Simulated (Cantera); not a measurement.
Aluminium and copper etching: Al + Cl2 + HCl

Charge: 1 mol Al, 0.3 mol Cl2, a varied amount of HCl, held at 7.20 Torr.

Method: chemical equilibrium by Gibbs-energy minimisation in Cantera with the NASA 1993 tables (ideal gas, pure condensed phases). Candidate condensed phases: Al, AlCl3; 12 gas species. The tables' values for AlCl2 are old estimates. Rates play no part.

Problem. Map the stable condensed phases over T = 673, 723, 773, 823, 873, 923, 973, 1023, 1073, 1123, 1173, 1223, 1273 K and n(HCl) in mol = 1.9, 2.3, 2.8, 3.5, 4.3, 5.2, 6.4, 7.8, 9.6, 12, 14, 18.

Solution. 
```
T in K \ n(HCl) in mol
         1.9 2.3 2.8 3.5 4.3 5.2 6.4 7.8 9.6  12  14  18
   1273    A   A   A   A   A   A   A   A   A   A   A   A
   1223    A   A   A   A   A   A   A   A   A   A   A   A
   1173    A   A   A   A   A   A   A   A   A   A   A   A
   1123    A   A   A   A   A   A   A   A   A   A   A   A
   1073    A   A   A   A   A   A   A   A   A   A   A   A
   1023    A   A   A   A   A   A   A   A   A   A   A   A
    973    B   A   A   A   A   A   A   A   A   A   A   A
    923    B   A   A   A   A   A   A   A   A   A   A   A
    873    B   B   A   A   A   A   A   A   A   A   A   A
    823    B   B   A   A   A   A   A   A   A   A   A   A
    773    B   B   A   A   A   A   A   A   A   A   A   A
    723    B   B   A   A   A   A   A   A   A   A   A   A
    673    B   B   A   A   A   A   A   A   A   A   A   A
```
A: gas only; B: Al.
